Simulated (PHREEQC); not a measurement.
Solution A (0.1 mol/kgw NiSO4, 0.00014 mol/kgw Na2SO4 and 0.015 mol/kgw H2SO4) is mixed with solution B (0.0012 mol LiOH, 0.00024 mol Na2SiO3 and 0.021 mol Na2CO3 per kg of water) at 20 °C; shares are by mass of water, 1 kg in all. Oxygen is held at 0.21 atm. The system is closed to CO2. Solids allowed: Ni(OH)2, NiCO3, Ni4(OH)6SO4, Quartz, Mirabilite, Morenosite, Nahcolite, Natron. Others were left out.

Equilibrium calculation in PHREEQC: ion-association model, wateq4f.dat.

```
share of solution B     pH  Ni(OH)2 (mol)  Quartz (mol)
-------------------  -----  -------------  ------------
0                     2.01              0             0
0.1                   2.12              0             0
0.2                   2.28              0             0
0.3                   2.56              0             0
0.4                   3.68              0       1.15e-5
0.5                   5.72              0           ___
0.6                    ___              0       5.85e-5
0.7                   6.38       0.000715       8.20e-5
0.8                    ___            ___      0.000105
0.9                   7.72        0.00775      0.000128
1                    11.43              0             0
```

Task: Some entries are withheld; supply them.

Result: 
- 0.5, Quartz (mol): 3.50e-5
- 0.6, pH: 6.11
- 0.8, pH: 6.57
- 0.8, Ni(OH)2 (mol): 0.00311

Complexes and solids missing from the database can't appear. The database's Ni(OH)2 is the aged solid; a fresh precipitate is more soluble. The database's nickel carbonate constants are estimates that later reviews lower a good deal.
